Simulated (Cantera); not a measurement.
Input: 1 mol Cu, 0.13 mol CO₂, 8.2 mol H₂, equilibrated at 1 atm.

Cantera equilibrium calculation (NASA polynomials, part measured and part estimated; ideal gas, pure solids and liquids). Candidate condensed phases: C, C₆H₆, C₇H₈, C₈H₁₈, Cu, CuO, Cu(OH)₂, Cu₂O, H₂O; 113 gas species. The numbers say what is thermodynamically allowed, not how fast it happens.

x: gas mole fraction; n: condensed amount in mol.

```
T (K)   x H₂   x H₂O     x CH₄      x CO      x Cu       x H  x CO₂  n Cu(s)  n Cu(l)
-----  -----  ------  --------  --------  --------  --------  -----  -------  -------
850    0.952  0.0321    0.0160  0.000132    <1e-12  1.99e-11    [?]     1.00        0
950    0.955  0.0290    0.0131   0.00272  1.86e-12  5.40e-10    [?]     1.00        0
1050   0.964  0.0204   0.00494    0.0106  1.04e-10   7.91e-9    [?]     1.00        0
1150   0.968  0.0163  0.000909    0.0145   2.85e-9   7.29e-8    [?]     1.00        0
1250   0.969  0.0156  0.000152    0.0153   4.58e-8   4.73e-7    [?]     1.00        0
1350   0.969  0.0155   3.07e-5    0.0155   4.83e-7   2.33e-6    [?]    1.000        0
1450   0.969  0.0155   7.69e-6    0.0155   3.39e-6   9.25e-6    [?]        0    1.000
1550   0.969  0.0155   2.30e-6    0.0155   1.83e-5   3.08e-5    [?]        0    1.000
1650   0.969  0.0155   7.98e-7    0.0155   8.01e-5   8.88e-5    [?]        0    0.999
1750   0.968  0.0155   3.13e-7    0.0155  0.000295  0.000227    [?]        0    0.998
1850   0.967  0.0155   1.36e-7    0.0155  0.000937  0.000526    [?]        0    0.992
1950   0.965  0.0155   6.46e-8    0.0155   0.00264   0.00112    [?]        0    0.978
```

### Question
What belongs in the gaps?

### Answer

- 850, x CO₂: 1.35e-5
- 950, x CO₂: 0.000148
- 1050, x CO₂: 0.000264
- 1150, x CO₂: 0.000206
- 1250, x CO₂: 0.000158
- 1350, x CO₂: 0.000126
- 1450, x CO₂: 0.000104
- 1550, x CO₂: 8.89e-5
- 1650, x CO₂: 7.75e-5
- 1750, x CO₂: 6.88e-5
- 1850, x CO₂: 6.20e-5
- 1950, x CO₂: 5.66e-5
